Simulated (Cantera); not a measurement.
Input: 1 mol Ca(OH)₂, 0.13 mol H₂, equilibrated at 277 °C and 1.33 mbar.

Equilibrium computed with Cantera from the NASA thermochemical tables; the gas is ideal and each condensed phase is pure. Candidate condensed phases: Ca, CaO, Ca(OH)₂, H₂O; 14 gas species. Kinetics and transport are ignored.

Base state: H₂O 0.761, H₂ 0.239 (mole fractions); condensed: CaO(s) + Ca(OH)₂(s).

**Question.** What changes in the equilibrium state with this change: Ca(OH)₂ replaced by Mg(OH)₂?

**Answer.** 
```tsv
species	before	after
H₂O	0.761	0.885
H₂	0.239	0.115
CaO(s), mol	0.413	0
Ca(OH)₂(s), mol	0.587	0
MgO(s), mol	0	1.00
```
Further candidate phases: Mg, MgO, Mg(OH)₂.
